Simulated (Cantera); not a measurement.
Input: 1 mol MgCO₃, 0.013 mol C, 0.024 mol H₂O, equilibrated at 1125 K and 6230 Torr.

These are equilibrium values from Cantera (NASA tables, ideal gas, pure condensed phases), not measurements of a reactor. Candidate condensed phases: C, C₆H₆, C₇H₈, C₈H₁₈, H₂O, Mg, MgCO₃, MgO, Mg(OH)₂; 116 gas species. Equilibrium is a limit: real reactors are often held back by kinetics, nucleation or transport.

**Question.** What is the equilibrium state?

**Answer.** 
| Quantity | Value |
|---|---|
| x(CO₂) | 0.952 |
| x(CO) | 0.0245 |
| x(H₂O) | 0.0226 |
| x(H₂) | 0.000530 |
| n(MgO(s)) | 1.00 mol |
| gas amount | 1.037 mol |
| log10 activity of C(graphite) (absent) | -3.51 |
| log10 activity of Mg(l) (absent) | -15.24 |
